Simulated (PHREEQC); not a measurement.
Synthetic water in mmol/kgw, 25 °C, pH 7.34, pe 11.8: Na 125; K 0.84; Ca 8.09; Mg 2.04; Cl 127; S(6) 6.75; Alkalinity (meq/kgw) 0.0221; B 0.157.

Cl is adjusted to close the charge balance.
Valence states are taken as typed.

Equilibrium calculation in PHREEQC: ion-association model, wateq4f.dat.

Question: The ionic strength comes out as 0.157 mol/kgw. What activity coefficients do SO4-2, HCO3-, K+, Ca+2, NaSO4- get?

Answer: SO4-2 0.32, HCO3- 0.76, K+ 0.73, Ca+2 0.34, NaSO4- 0.76.

This is a speciation only: nothing precipitates in the calculation. Species that the database lacks are ignored.
